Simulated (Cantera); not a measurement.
## Hydrocarbon pyrolysis for carbon deposition

An isothermal, constant-pressure homogeneous reactor starts with 47.6 % C2H6, 52.4 % H2, at 1650 K and 0.00513 atm.

Detailed kinetics in Cantera: GRI-Mech 3.0 (53 species, 325 reactions). GRI-Mech 3.0 stops at C3 and has no aromatics, soot or wall deposition, so with more carbon than oxygen in the feed, carbon stays in small species such as C2H2 where larger ones or solid carbon would form. Radical loss at walls, strong at low pressure, is not modelled.

```csv
t (s),x C2H6,x H2,x CH4,x H,x C2H2,x CH2
2.00e-6,0.476,0.524,4.04e-6,2.65e-6,<1e-12,3.40e-10
1.55e-5,0.472,0.522,0.000235,6.80e-5,4.26e-10,1.48e-7
0.000120,0.428,0.515,0.0111,0.000910,1.04e-5,1.76e-5
0.000928,0.0733,0.477,0.213,0.00383,0.0201,5.62e-5
0.00719,0.000503,0.558,0.239,0.00118,0.137,6.17e-6
0.0557,7.40e-5,0.604,0.199,0.000439,0.186,1.19e-6
0.431,2.91e-5,0.665,0.120,0.000506,0.211,8.78e-7
3.34,1.62e-6,0.738,0.0224,0.000798,0.238,4.32e-7
25.8,1.28e-8,0.754,0.00165,0.00109,0.243,6.76e-8
200,8.85e-10,0.755,0.000347,0.00110,0.244,1.47e-8
```
x: mole fraction; the columns are a selection and need not sum to one.

Equilibrium at this temperature and pressure: C2H6 8.28e-10, H2 0.755, CH4 0.000328, H 0.00110, C2H2 0.244, CH2 1.40e-8 (gas phase only).
